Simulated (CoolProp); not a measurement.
A closed Brayton cycle with dry air: compressor inlet 308.15 K and 3.2 MPa, high pressure 8.91 MPa, turbine inlet 850 K, compressor efficiency 0.89, turbine efficiency 0.85, recuperator effectiveness 0.9 (on enthalpy, no pinch check). Each further row changes one setting.

Values from CoolProp's reference Helmholtz-energy equation of state, Lemmon 2000. It is a pseudo-pure fit of the blend.

```csv
case,thermal efficiency (%),net work (kJ/kg),compressor to turbine work,compressor exit (K),turbine exit (K)
as stated,31.9,70.4,0.63,427.0,678.9
turbine inlet 800 K,(withheld),59.1,(withheld),427.0,637.5
compressor inlet 318.15 K,30.3,66.3,0.65,440.6,678.9
high pressure 7.57 MPa,32.8,65.0,(withheld),405.7,703.6
recuperator effectiveness 0.5,(withheld),70.4,0.63,427.0,678.9
```

Problem. Fill in the missing entries.

Solution. 
- turbine inlet 800 K, thermal efficiency (%): 28.8
- turbine inlet 800 K, compressor to turbine work: 0.67
- high pressure 7.57 MPa, compressor to turbine work: 0.60
- recuperator effectiveness 0.5, thermal efficiency (%): 21.5
